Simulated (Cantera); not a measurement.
## Ammonia decomposition in nitride growth gas

A perfectly stirred reactor is fed with NH3 : N2 = 1 : 1.8 (molar parts), at 1.00 bar; it is held at 1973 K, and followed from long to short residence time.

Cantera simulation using the gas-phase N/H chemistry of the illustrative SiF4/NH3 mechanism in the Surface Chemkin manual (1991); the numbers are that mechanism's predictions, not measurements. Walls and surfaces, which speed up NH3 decomposition in real reactors, are not modelled.

```json
[
 {"τ (s)": "0.56", "x NH3": "0.0341", "x N2H4": "7.09e-9", "x N2H2": "9.99e-8", "x NH2": "0.000111", "x N": "5.38e-7", "x NH": "4.28e-6", "x H": "0.000403"},
 {"τ (s)": "0.28", "x NH3": "0.0581", "x N2H4": "1.52e-8", "x N2H2": "1.94e-7", "x NH2": "0.000162", "x N": "5.69e-7", "x NH": "5.33e-6", "x H": "0.000321"},
 {"τ (s)": "0.14", "x NH3": "0.0953", "x N2H4": "3.08e-8", "x N2H2": "3.56e-7", "x NH2": "0.000231", "x N": "5.80e-7", "x NH": "6.43e-6", "x H": "0.000243"},
 {"τ (s)": "0.069", "x NH3": "0.147", "x N2H4": "5.71e-8", "x N2H2": "6.10e-7", "x NH2": "0.000314", "x N": "5.67e-7", "x NH": "7.45e-6", "x H": "0.000172"},
 {"τ (s)": "0.034", "x NH3": "0.207", "x N2H4": "9.32e-8", "x N2H2": "9.34e-7", "x NH2": "0.000402", "x N": "5.25e-7", "x NH": "8.16e-6", "x H": "0.000112"},
 {"τ (s)": "0.017", "x NH3": "0.261", "x N2H4": "1.33e-7", "x N2H2": "1.26e-6", "x NH2": "0.000480", "x N": "4.51e-7", "x NH": "8.40e-6", "x H": "6.87e-5"},
 {"τ (s)": "0.0085", "x NH3": "0.301", "x N2H4": "1.73e-7", "x N2H2": "1.52e-6", "x NH2": "0.000548", "x N": "3.44e-7", "x NH": "8.11e-6", "x H": "3.99e-5"}
]
```
x: mole fraction; the columns are a selection and need not sum to one.
